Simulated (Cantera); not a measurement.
A closed system holds: 1 mol SiHCl₃, 0.31 mol Cl₂, 35 mol N₂, at 13.0 mbar.

Equilibrium computed with Cantera from the NASA thermochemical tables; the gas is ideal and each condensed phase is pure. Candidate condensed phases: NH₄Cl, Si, Si₃N₄; 28 gas species. N₂ is the only nitrogen source here; it is nearly inert below about 1500 K, so the nitride shown seldom forms there in practice. Rates play no part.

**Question.** Which condensed phases are stable at each of these points (T (K)): 1098, 1148, 1198, 1248, 1298, 1348, 1398, 1448, 1498, 1548, 1598, 1648?

**Answer.** 
```json
[
 {"T (K)": "1098", "condensed phases": "Si₃N₄(s)", "Si condensed (%)": "32.3"},
 {"T (K)": "1148", "condensed phases": "Si₃N₄(s)", "Si condensed (%)": "32.2"},
 {"T (K)": "1198", "condensed phases": "Si₃N₄(s)", "Si condensed (%)": "31.6"},
 {"T (K)": "1248", "condensed phases": "Si₃N₄(s)", "Si condensed (%)": "30.1"},
 {"T (K)": "1298", "condensed phases": "Si₃N₄(s)", "Si condensed (%)": "26.7"},
 {"T (K)": "1348", "condensed phases": "Si₃N₄(s)", "Si condensed (%)": "19.9"},
 {"T (K)": "1398", "condensed phases": "Si₃N₄(s)", "Si condensed (%)": "8.6"},
 {"T (K)": "1448", "condensed phases": "gas only", "Si condensed (%)": "0.0"},
 {"T (K)": "1498", "condensed phases": "gas only", "Si condensed (%)": "0.0"},
 {"T (K)": "1548", "condensed phases": "gas only", "Si condensed (%)": "0.0"},
 {"T (K)": "1598", "condensed phases": "gas only", "Si condensed (%)": "0.0"},
 {"T (K)": "1648", "condensed phases": "gas only", "Si condensed (%)": "0.0"}
]
```

From 1098 K to 1398 K the condensed part is Si₃N₄(s). From 1448 K to 1648 K nothing is condensed.
